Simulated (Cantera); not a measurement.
Feed: 1 mol n-butane, 5.9 mol H2O, 3.8 mol N2, 0.58 mol O2, held at 0.133 bar.

Equilibrium computed with Cantera from the NASA thermochemical tables; the gas is ideal and each condensed phase is pure. Candidate condensed phases: C, C6H6, C7H8, C8H18, H2O; 169 gas species. Ions and electrons are included (thermal ionisation). Kinetics and transport are ignored.

Problem. At 3750 K, list the 6 most abundant gas species with their mole fractions, and the condensed phases.

Solution. H 0.601, CO 0.130, N2 0.122, O 0.0812, H2 0.0479, OH 0.0113. Condensed: gas only.
